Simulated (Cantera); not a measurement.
Gas mixture: N2 = 0.88 (molar parts), at 0.105 Torr, frozen composition.

Cantera's kinetic-theory transport with the Lennard-Jones parameters of GRI-Mech 3.0, ideal gas; thermal conductivity in the multicomponent form.

D: mixture-averaged diffusion coefficient of that species in the mixture.

```
T (K)  ρ (kg/m³)  cp (J/kg/K)  μ (µPa s)  λ (mW/m/K)     Pr  D (cm²/s) NH3  D (cm²/s) C2H2  D (cm²/s) H2
-----  ---------  -----------  ---------  ----------  -----  -------------  --------------  ------------
400     0.000118         1047       22.3         [?]  0.710           2770            2030          9180
550      8.58e-5         1065       27.9         [?]  0.707           4970            3550         15700
700      6.74e-5         1095       32.8         [?]  0.706           7640            5380         23400
850      5.55e-5         1134       37.3         [?]  0.706          10700            7480         32300
1000     4.72e-5         1169       41.5         [?]  0.706          14200            9840         42300
1150     4.10e-5         1195       45.5         [?]  0.706          18100           12400         53400
1300     3.63e-5         1218       49.2         [?]  0.706          22300           15300         65400
1450     3.25e-5         1237       52.8        92.6  0.706          26800           18300         78400
1600     2.95e-5         1253       56.3         100  0.705          31600           21600         92200
```

Q: Fill in the missing entries.

A: 
- 400, λ (mW/m/K): 32.9
- 550, λ (mW/m/K): 42.0
- 700, λ (mW/m/K): 50.9
- 850, λ (mW/m/K): 59.9
- 1000, λ (mW/m/K): 68.8
- 1150, λ (mW/m/K): 77.0
- 1300, λ (mW/m/K): 84.9
